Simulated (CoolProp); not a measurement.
n-octane at 495.93 K and 8.59 MPa flows at 0.42 m/s in a round tube of 6 mm bore and 1.5 µm roughness, fully developed (64/Re and Nu = 3.66 if laminar; Colebrook and Gnielinski if turbulent). Each further row changes one setting.

Model: reference Helmholtz-energy equation of state, Beckmüller 2019, in CoolProp.

```tsv
case	Reynolds number	Darcy friction factor	pressure drop (Pa/m)	heat-transfer coefficient (W/(m² K))	mass flow (kg/h)
as stated	11600	0.0301	238	1040	23.0
velocity 0.84 m/s	23300	0.0255	808	1940	46.0
diameter 12 mm	23300	0.0252	99.8	960	92.1
```

Viscosity comes from a separate model (Huber 2004). Thermal conductivity comes from a separate model (Huber 2005).
